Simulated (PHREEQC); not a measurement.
0.31 g of hydrous ferric oxide (600 m²/g; 0.2 weak and 0.005 strong sites per Fe, Dzombak-Morel constants, diffuse double layer) in 1 kg of water with 0.1 mol/kgw of an inert sodium salt and 7.4e-05 mol BaCl2 and 9e-05 mol NiCl2, at 25 °C; the pH is set by adding NaOH or the inert anion's acid. O2 is buffered at 0.21 atm. CO2 from the air is kept out. No solid was allowed to form.

Base run: PHREEQC, ion-association model, wateq4f.dat. Each further column changes one thing. The table gives Ni sorbed (%).

```json
[
 {"pH": "3", "base": "0.0", "no electrostatic term (-no_edl)": "0.0", "background salt from 0.1 to 0.01 mol/kgw": "0.0", "oxide from 0.31 to 1.6 g/kgw": "0.0", "0.00019 mol/kgw ZnCl2 added": "0.0"},
 {"pH": "4", "base": "0.0", "no electrostatic term (-no_edl)": "0.0", "background salt from 0.1 to 0.01 mol/kgw": "0.0", "oxide from 0.31 to 1.6 g/kgw": "0.0", "0.00019 mol/kgw ZnCl2 added": "0.0"},
 {"pH": "4.5", "base": "0.1", "no electrostatic term (-no_edl)": "0.1", "background salt from 0.1 to 0.01 mol/kgw": "0.1", "oxide from 0.31 to 1.6 g/kgw": "[?]", "0.00019 mol/kgw ZnCl2 added": "0.1"},
 {"pH": "5.5", "base": "3.0", "no electrostatic term (-no_edl)": "[?]", "background salt from 0.1 to 0.01 mol/kgw": "3.0", "oxide from 0.31 to 1.6 g/kgw": "14.1", "0.00019 mol/kgw ZnCl2 added": "1.4"},
 {"pH": "6", "base": "11.6", "no electrostatic term (-no_edl)": "16.8", "background salt from 0.1 to 0.01 mol/kgw": "11.8", "oxide from 0.31 to 1.6 g/kgw": "45.4", "0.00019 mol/kgw ZnCl2 added": "[?]"},
 {"pH": "7", "base": "50.5", "no electrostatic term (-no_edl)": "77.0", "background salt from 0.1 to 0.01 mol/kgw": "54.2", "oxide from 0.31 to 1.6 g/kgw": "[?]", "0.00019 mol/kgw ZnCl2 added": "28.9"},
 {"pH": "8", "base": "97.2", "no electrostatic term (-no_edl)": "98.5", "background salt from 0.1 to 0.01 mol/kgw": "98.2", "oxide from 0.31 to 1.6 g/kgw": "99.9", "0.00019 mol/kgw ZnCl2 added": "84.1"},
 {"pH": "8.5", "base": "99.6", "no electrostatic term (-no_edl)": "99.5", "background salt from 0.1 to 0.01 mol/kgw": "99.8", "oxide from 0.31 to 1.6 g/kgw": "100.0", "0.00019 mol/kgw ZnCl2 added": "[?]"},
 {"pH": "9.5", "base": "100.0", "no electrostatic term (-no_edl)": "99.7", "background salt from 0.1 to 0.01 mol/kgw": "100.0", "oxide from 0.31 to 1.6 g/kgw": "100.0", "0.00019 mol/kgw ZnCl2 added": "99.8"},
 {"pH": "10", "base": "100.0", "no electrostatic term (-no_edl)": "99.2", "background salt from 0.1 to 0.01 mol/kgw": "100.0", "oxide from 0.31 to 1.6 g/kgw": "100.0", "0.00019 mol/kgw ZnCl2 added": "99.9"},
 {"pH": "11", "base": "99.9", "no electrostatic term (-no_edl)": "[?]", "background salt from 0.1 to 0.01 mol/kgw": "100.0", "oxide from 0.31 to 1.6 g/kgw": "100.0", "0.00019 mol/kgw ZnCl2 added": "[?]"}
]
```

Question: What belongs in the gaps?

Answer: 
- 4.5, oxide from 0.31 to 1.6 g/kgw: 0.3
- 5.5, no electrostatic term (-no_edl): 5.2
- 6, 0.00019 mol/kgw ZnCl2 added: 3.1
- 7, oxide from 0.31 to 1.6 g/kgw: 95.1
- 8.5, 0.00019 mol/kgw ZnCl2 added: 96.1
- 11, no electrostatic term (-no_edl): 54.5
- 11, 0.00019 mol/kgw ZnCl2 added: 98.7

In at least one series the solution becomes supersaturated in solids that the run did not let form, among them Ni(OH)2. The oxide is taken as insoluble; below pH 4 it would dissolve.
